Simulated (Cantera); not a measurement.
A closed system holds: 1 mol CO, 13 mol H₂, equilibrated at 900 °C and 0.00260 bar.

These are equilibrium values from Cantera (NASA tables, ideal gas, pure condensed phases), not measurements of a reactor. Candidate condensed phases: C, C₆H₆, C₇H₈, C₈H₁₈, H₂O; 110 gas species. The numbers say what is thermodynamically allowed, not how fast it happens.

Base state: H₂ 0.929, CO 0.0714, CH₄ 1.68e-5, H₂O 1.58e-5 (mole fractions); condensed: gas only.

Q: What changes in the equilibrium state with this change: temperature from 900 °C to 2750 °C?

A: 
```csv
species,before,after
H,2.23e-6,0.889
H₂,0.929,0.0716
CO,0.0714,0.0397
CH₄,1.68e-5,<1e-9
H₂O,1.58e-5,2.03e-7
```
